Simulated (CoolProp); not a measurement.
C2F6 (R116) at 420 K and 1.72 MPa flows at 0.14 m/s in a round tube of 20 mm bore and 15 µm roughness, fully developed (64/Re and Nu = 3.66 if laminar; Colebrook and Gnielinski if turbulent). Each further row changes one setting.

Model: reference Helmholtz-energy equation of state, Lemmon 2006, in CoolProp. It is a short technical equation, of lower accuracy than the large ones.

| case | Reynolds number | Darcy friction factor | pressure drop (Pa/m) | heat-transfer coefficient (W/(m² K)) | mass flow (kg/h) |
|---|---|---|---|---|---|
| as stated | 9640 | 0.0323 | 1.13 | 39.1 | 11.3 |
| velocity 0.28 m/s | 19300 | 0.0277 | 3.87 | 70.2 | 22.6 |
| diameter 40 mm | 19300 | 0.0269 | 0.471 | 34.1 | 45.2 |

Viscosity comes from a separate model (Huber 2003), an estimate that may be off by 10 % or more. Thermal conductivity comes from a separate model (Huber 2003), an estimate that may be off by 10 % or more.
